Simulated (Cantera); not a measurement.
# Hydrocarbon pyrolysis for carbon deposition

An isothermal, constant-pressure homogeneous reactor starts with C₂H₄ : H₂ = 1 : 1.4 (molar parts), at 1723 K and 188 Torr.

Detailed kinetics in Cantera: GRI-Mech 3.0 (53 species, 325 reactions). GRI-Mech 3.0 was tuned for natural gas; its chemistry of ethylene as a main component is partial and can be far from experiment. GRI-Mech 3.0 stops at C3 and has no aromatics, soot or wall deposition, so with more carbon than oxygen in the feed, carbon stays in small species such as C2H2 where larger ones or solid carbon would form.

```json
[
 {"t (s)": "3.00e-5", "x C₂H₄": "0.414", "x H₂": "0.584", "x C₂H": "7.65e-11", "x C₂H₆": "1.86e-7", "x CH₂": "2.42e-9", "x CH₃": "1.20e-8"},
 {"t (s)": "9.17e-5", "x C₂H₄": "0.407", "x H₂": "0.586", "x C₂H": "7.68e-10", "x C₂H₆": "1.32e-6", "x CH₂": "8.31e-9", "x CH₃": "8.81e-8"},
 {"t (s)": "0.000280", "x C₂H₄": "0.383", "x H₂": "0.593", "x C₂H": "7.83e-9", "x C₂H₆": "7.08e-6", "x CH₂": "2.28e-8", "x CH₃": "5.02e-7"},
 {"t (s)": "0.000857", "x C₂H₄": "0.296", "x H₂": "0.619", "x C₂H": "4.73e-8", "x C₂H₆": "1.37e-5", "x CH₂": "3.04e-8", "x CH₃": "1.23e-6"},
 {"t (s)": "0.00262", "x C₂H₄": "0.130", "x H₂": "0.667", "x C₂H": "1.35e-7", "x C₂H₆": "7.99e-6", "x CH₂": "1.60e-8", "x CH₃": "1.65e-6"},
 {"t (s)": "0.00801", "x C₂H₄": "0.00703", "x H₂": "0.703", "x C₂H": "4.79e-7", "x C₂H₆": "8.62e-7", "x CH₂": "3.44e-9", "x CH₃": "4.69e-6"},
 {"t (s)": "0.0245", "x C₂H₄": "0.00208", "x H₂": "0.704", "x C₂H": "8.07e-7", "x C₂H₆": "3.14e-7", "x CH₂": "5.69e-9", "x CH₃": "9.97e-6"},
 {"t (s)": "0.0749", "x C₂H₄": "0.00208", "x H₂": "0.704", "x C₂H": "8.06e-7", "x C₂H₆": "3.27e-7", "x CH₂": "8.76e-9", "x CH₃": "1.66e-5"},
 {"t (s)": "0.229", "x C₂H₄": "0.00207", "x H₂": "0.702", "x C₂H": "8.03e-7", "x C₂H₆": "3.96e-7", "x CH₂": "1.71e-8", "x CH₃": "3.49e-5"},
 {"t (s)": "0.700", "x C₂H₄": "0.00206", "x H₂": "0.699", "x C₂H": "7.97e-7", "x C₂H₆": "6.18e-7", "x CH₂": "3.02e-8", "x CH₃": "6.47e-5"},
 {"t (s)": "2.14", "x C₂H₄": "0.00206", "x H₂": "0.698", "x C₂H": "7.95e-7", "x C₂H₆": "7.09e-7", "x CH₂": "3.40e-8", "x CH₃": "7.34e-5"},
 {"t (s)": "6.54", "x C₂H₄": "0.00206", "x H₂": "0.698", "x C₂H": "7.95e-7", "x C₂H₆": "7.10e-7", "x CH₂": "3.40e-8", "x CH₃": "7.35e-5"},
 {"t (s)": "20.0", "x C₂H₄": "0.00206", "x H₂": "0.698", "x C₂H": "7.95e-7", "x C₂H₆": "7.10e-7", "x CH₂": "3.40e-8", "x CH₃": "7.35e-5"}
]
```
x: mole fraction; the columns are a selection and need not sum to one.

Equilibrium at this temperature and pressure: C₂H₄ 0.00206, H₂ 0.698, C₂H 7.95e-7, C₂H₆ 7.10e-7, CH₂ 3.40e-8, CH₃ 7.35e-5 (gas phase only).
